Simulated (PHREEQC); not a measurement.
Consider water at 25 °C with 77 mmol/kgw NH4HF2, 17 mmol/kgw H2SiF6 and 0.06 mmol/kgw H3PO4. Closed to the air; pH follows from the charge balance.

Model: ion-association model, phreeqc.dat, run in PHREEQC.

### Question
The ionic strength comes out as 0.0971 mol/kgw. What activity coefficients do H+, HF2-, NH4+, SiF6-2, F- get?

### Answer
H+ 0.83, HF2- 0.78, NH4+ 0.75, SiF6-2 0.38, F- 0.76.

This is a speciation only: nothing precipitates in the calculation. Species that the database lacks are ignored. SiF6-2 is the database's only silicon fluoride.
